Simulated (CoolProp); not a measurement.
Toluene along the isotherm 346.85 °C: density (kg/m³) from the reference equation and from simpler models built on Tc = 318.6 °C, pc = 4.126 MPa, ω = 0.266; each cubic takes its own stable root.

The numbers come from the reference Helmholtz-energy equation of state, Lemmon 2006 in CoolProp. It is a short technical equation, of lower accuracy than the large ones.

```csv
p (MPa),phase,reference
0.0196,gas,0.3508
0.0371,gas,0.6650
0.0703,gas,1.263
0.133,gas,2.402
0.253,gas,4.612
0.479,gas,8.893
0.908,gas,17.49
1.72,gas,35.83
3.26,gas,82.81
6.19,supercritical,374.1
```

**Question.** How far does each simpler model (ideal gas, Redlich-Kwong) lie from the reference over these 10 states: mean and median of the absolute difference, and the worst?

**Answer.** 
- ideal gas: mean 12.9 %, median 2.8 %, worst -70.4 % at 346.85 °C and 6.19 MPa
- Redlich-Kwong: mean 1.8 %, median 0.2 %, worst -14.2 % at 346.85 °C and 6.19 MPa
